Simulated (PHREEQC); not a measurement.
# Alkaline etch or developer: an equilibrium model

Solution (25 °C): 0.0012 mol KOH and 0.0011 mol Na2CO3 per kg of water. Closed to the air; pH follows from the charge balance.

All values are PHREEQC results (ion-association model, wateq4f.dat), not measurements.

No solid was allowed to form.

What pH, ionic strength does the model give?

pH 11.09; ionic strength 0.00431 mol/kgw.

In which forms is C present?

CO3-2 85 %, HCO3- 12 %, NaCO3- 2.6 % of the C.
